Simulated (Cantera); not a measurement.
Cantera run, input and output.

```python
import numpy as np
import cantera as ct

gas = ct.Solution("gri30.yaml")


def delay(T, t_max=10):
    gas.TPX = T, 190000, {'CH4': 1, 'H2': 0.036, 'O2': 3.42, 'N2': 9.23, 'C2H6': 0.014}
    reactor = ct.IdealGasConstPressureReactor(gas, clone=False)
    net = ct.ReactorNet([reactor])
    net.rtol, net.atol = 1e-8, 1e-16
    while net.time < t_max:
        t_old, T_old = net.time, reactor.T
        net.step()
        if reactor.T > T + 400:  # ignition: a rise of 400 K
            return t_old + (T + 400 - T_old) / (reactor.T - T_old) * (net.time - t_old)
    return np.nan


taus = []
for T in [1200, 1300, 1400, 1500, 1600, 1700, 1800, 1900]:
    taus.append(delay(T))
    print(f"T0 = {T:6g} K   tau = {taus[-1]:.4e} s")
```

Output:

```
T0 =   1200 K   tau = 7.2118e-03 s
T0 =   1300 K   tau = 2.2280e-03 s
T0 =   1400 K   tau = 7.4081e-04 s
T0 =   1500 K   tau = 2.7459e-04 s
T0 =   1600 K   tau = 1.1694e-04 s
T0 =   1700 K   tau = 5.7566e-05 s
T0 =   1800 K   tau = 3.2160e-05 s
T0 =   1900 K   tau = 1.9828e-05 s
```

Detailed kinetics in Cantera: GRI-Mech 3.0 (53 species, 325 reactions).
